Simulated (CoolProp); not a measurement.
A simple Rankine cycle with R236FA: condensing at 307.15 K, boiler at 0.991 MPa, turbine inlet 348.5 K, turbine efficiency 0.7, pump efficiency 0.8, no recuperator. Each further row changes one setting.

The numbers come from the reference Helmholtz-energy equation of state, Pan 2012 in CoolProp.

```csv
case,thermal efficiency (%),net work (kJ/kg),heat in (kJ/kg),turbine exit temperature (K),volume ratio over the turbine
as stated,6.2,10.3,167,325.5,2.95
turbine inlet 368.5 K,6.1,11.5,188,347.1,2.86
condensing temperature 299.15 K,7.4,13.1,…,320.7,…
boiler pressure 0.694 MPa,4.2,7.19,173,…,1.96
turbine efficiency 0.6,5.3,8.78,167,327.2,2.97
```

**Question.** Fill in the missing entries.

**Answer.** 
- condensing temperature 299.15 K, heat in (kJ/kg): 177
- condensing temperature 299.15 K, volume ratio over the turbine: 3.83
- boiler pressure 0.694 MPa, turbine exit temperature (K): 335.1
